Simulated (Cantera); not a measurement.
Input: 1 mol SrCl2, 3.2 mol HCl, 3.1 mol H2, at 1.43 Torr.

These are equilibrium values from Cantera (NASA tables, ideal gas, pure condensed phases), not measurements of a reactor. Candidate condensed phases: Sr, SrCl2; 8 gas species. Equilibrium is a limit: real reactors are often held back by kinetics, nucleation or transport.

x: gas mole fraction; nothing condenses.

```json
[
 {"T (K)": "1748", "x HCl": "0.434", "x H2": "0.423", "x SrCl2": "0.137", "x H": "0.00341", "x Cl": "0.00270", "x SrCl": "…", "x Sr": "1.46e-7"},
 {"T (K)": "1798", "x HCl": "0.432", "x H2": "0.422", "x SrCl2": "0.136", "x H": "0.00525", "x Cl": "0.00412", "x SrCl": "…", "x Sr": "3.46e-7"},
 {"T (K)": "1848", "x HCl": "0.429", "x H2": "0.421", "x SrCl2": "0.136", "x H": "0.00789", "x Cl": "0.00612", "x SrCl": "…", "x Sr": "7.83e-7"},
 {"T (K)": "1898", "x HCl": "0.425", "x H2": "0.419", "x SrCl2": "0.135", "x H": "0.0116", "x Cl": "0.00889", "x SrCl": "…", "x Sr": "1.70e-6"},
 {"T (K)": "1948", "x HCl": "0.420", "x H2": "0.416", "x SrCl2": "0.135", "x H": "0.0167", "x Cl": "0.0126", "x SrCl": "…", "x Sr": "3.57e-6"},
 {"T (K)": "1998", "x HCl": "0.412", "x H2": "0.413", "x SrCl2": "0.134", "x H": "0.0236", "x Cl": "0.0176", "x SrCl": "…", "x Sr": "7.25e-6"},
 {"T (K)": "2048", "x HCl": "0.403", "x H2": "0.408", "x SrCl2": "0.132", "x H": "0.0328", "x Cl": "0.0240", "x SrCl": "…", "x Sr": "1.43e-5"}
]
```

What belongs in the gaps?


- 1748, x SrCl: 5.75e-5
- 1798, x SrCl: 9.33e-5
- 1848, x SrCl: 0.000147
- 1898, x SrCl: 0.000228
- 1948, x SrCl: 0.000344
- 1998, x SrCl: 0.000511
- 2048, x SrCl: 0.000745
